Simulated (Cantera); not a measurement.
Diamond growth

A diamond (100) surface in a fixed gas of H2 with x(CH4) = 0.0066, x(H) = 0.0039, x(CH3) = 8.3e-05, at 1150 K; coverages are run to steady state.

Model: the Harris–Goodwin 1993 mechanism for the reconstructed diamond (100) surface, integrated in Cantera.

```tsv
P (Pa)	growth (µm/h)	θ c6HH	θ c6H*	θ c6*H	θ c6**	θ c6HM
870	0.109	0.477	0.0329	0.466	0.0228	0.000747
1500	0.261	0.476	0.0329	0.466	0.0228	0.00119
2600	0.635	0.476	0.0329	0.466	0.0228	0.00181
4600	1.54	0.475	0.0328	0.465	0.0228	0.00262
8100	3.53	0.475	0.0328	0.464	0.0227	0.00351
14000	7.38	0.474	0.0328	0.464	0.0227	0.00433
25000	15.1	0.473	0.0329	0.463	0.0227	0.00503
43000	28.4	0.473	0.0330	0.462	0.0227	0.00551
```
θ: site fractions in the mechanism's names (c6HH fully hydrogenated, c6H* and c6*H radical sites, c6** diradical, c6HM methylated).
